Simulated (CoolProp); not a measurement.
A simple Rankine cycle with R236FA: condensing at 299.15 K, boiler at 2.59 MPa, turbine inlet 392.4 K, turbine efficiency 0.7, pump efficiency 0.6, no recuperator. Each further row changes one setting.

Model: reference Helmholtz-energy equation of state, Pan 2012, in CoolProp.

```json
[
 {"case": "as stated", "thermal efficiency (%)": "10.7", "net work (kJ/kg)": "20.8", "heat in (kJ/kg)": "193", "turbine exit temperature (K)": "330.3", "volume ratio over the turbine": "?"},
 {"case": "condensing temperature 291.15 K", "thermal efficiency (%)": "11.7", "net work (kJ/kg)": "?", "heat in (kJ/kg)": "203", "turbine exit temperature (K)": "?", "volume ratio over the turbine": "?"},
 {"case": "boiler pressure 1.81 MPa", "thermal efficiency (%)": "9.7", "net work (kJ/kg)": "20.6", "heat in (kJ/kg)": "211", "turbine exit temperature (K)": "349.9", "volume ratio over the turbine": "7.29"},
 {"case": "turbine efficiency 0.6", "thermal efficiency (%)": "9.0", "net work (kJ/kg)": "17.4", "heat in (kJ/kg)": "193", "turbine exit temperature (K)": "?", "volume ratio over the turbine": "?"}
]
```

**Question.** Complete the blanks.

**Answer.** 
- as stated, volume ratio over the turbine: 12.8
- condensing temperature 291.15 K, net work (kJ/kg): 23.8
- condensing temperature 291.15 K, turbine exit temperature (K): 325.7
- condensing temperature 291.15 K, volume ratio over the turbine: 16.8
- turbine efficiency 0.6, turbine exit temperature (K): 334.0
- turbine efficiency 0.6, volume ratio over the turbine: 13.0
